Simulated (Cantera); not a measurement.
Input: 1 mol CaCO3, 0.068 mol H2O, a varied amount of H2, equilibrated at 1950 °C and 4.60 bar.

Equilibrium computed with Cantera from the NASA thermochemical tables; the gas is ideal and each condensed phase is pure. Candidate condensed phases: C, C6H6, C7H8, C8H18, Ca, CaCO3, CaO, Ca(OH)2, H2O; 115 gas species. The numbers say what is thermodynamically allowed, not how fast it happens.

log p: log10 of the partial pressure in bar; n: condensed amount in mol.

| n(H2) (mol) | log p CO2 | log p H2O | log p CO | log p H2 | log p O2 | log p OH | log p H | n CaO(s) |
|---|---|---|---|---|---|---|---|---|
| 0.05 | 0.59 | -0.32 | -0.64 | -2.28 | -1.85 | -2.22 | ___ | 1.000 |
| 0.17 | 0.49 | -0.07 | -0.22 | -1.51 | -2.88 | -2.35 | ___ | 1.000 |
| 0.29 | 0.39 | 0.05 | -0.04 | -1.11 | -3.43 | -2.42 | ___ | 1.000 |
| 0.41 | 0.30 | 0.13 | 0.05 | -0.84 | -3.82 | -2.48 | ___ | 1.000 |
| 0.54 | 0.19 | 0.18 | 0.12 | -0.63 | -4.16 | -2.54 | ___ | 1.000 |
| 0.66 | 0.09 | 0.20 | 0.15 | -0.47 | -4.42 | -2.60 | ___ | 1.000 |
| 0.78 | 0.00 | 0.22 | 0.17 | -0.34 | -4.64 | -2.65 | -2.36 | 1.000 |
| 0.9 | -0.09 | 0.22 | 0.18 | -0.24 | -4.84 | -2.69 | -2.31 | 1.000 |
| 1 | -0.16 | 0.22 | 0.18 | -0.16 | -4.99 | -2.73 | -2.27 | 1.000 |

### Question
Fill in the missing entries.

### Answer

- 0.05, log p H: -3.33
- 0.17, log p H: -2.95
- 0.29, log p H: -2.75
- 0.41, log p H: -2.62
- 0.54, log p H: -2.51
- 0.66, log p H: -2.43
